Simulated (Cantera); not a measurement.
Feed: 1 mol BaF2, 0.3 mol HF, 4.2 mol H2, at 10.0 mbar.

Cantera equilibrium calculation (NASA polynomials, part measured and part estimated; ideal gas, pure solids and liquids). Candidate condensed phases: Ba, BaF2; 14 gas species. Kinetics and transport are ignored.

x: gas mole fraction; n: condensed amount in mol.

| T (K) | x H2 | x BaF2 | x HF | x H | x BaF | n BaF2(s) | n BaF2(l) |
|---|---|---|---|---|---|---|---|
| 950 | 0.933 | 8.15e-11 | 0.0667 | 5.37e-9 | <1e-12 | 1.00 | 0 |
| 1050 | 0.933 | 8.63e-9 | 0.0667 | 7.84e-8 | <1e-12 | 1.00 | 0 |
| 1150 | 0.933 | 3.89e-7 | 0.0667 | 7.21e-7 | 7.56e-12 | 1.000 | 0 |
| 1250 | 0.933 | 9.05e-6 | 0.0667 | 4.67e-6 | 9.72e-10 | 1.000 | 0 |
| 1350 | 0.933 | 0.000125 | 0.0667 | 2.30e-5 | 5.76e-8 | 0.999 | 0 |
| 1450 | 0.932 | 0.00116 | 0.0666 | 9.13e-5 | 1.86e-6 | 0.995 | 0 |
| 1550 | 0.926 | 0.00772 | 0.0662 | 0.000303 | 3.68e-5 | 0.965 | 0 |
| 1650 | 0.895 | (withheld) | 0.0645 | (withheld) | (withheld) | 0 | (withheld) |
| 1750 | 0.783 | (withheld) | 0.0605 | (withheld) | (withheld) | 0 | (withheld) |
| 1850 | 0.751 | 0.171 | 0.0639 | 0.00467 | 0.00968 | 0 | 0 |
| 1950 | 0.740 | 0.163 | 0.0703 | 0.00986 | 0.0163 | 0 | 0 |
| 2050 | 0.724 | 0.153 | 0.0785 | 0.0193 | 0.0248 | 0 | 0 |
| 2150 | 0.701 | 0.140 | 0.0880 | 0.0353 | 0.0346 | 0 | 0 |

**Question.** Complete the blanks.

**Answer.** 
- 1750, x BaF2: 0.150
- 1750, x H: 0.00206
- 1750, x BaF: 0.00432
- 1750, n BaF2(l): 0.177
- 1650, x BaF2: 0.0394
- 1650, x H: 0.000859
- 1650, x BaF: 0.000491
- 1650, n BaF2(l): 0.813
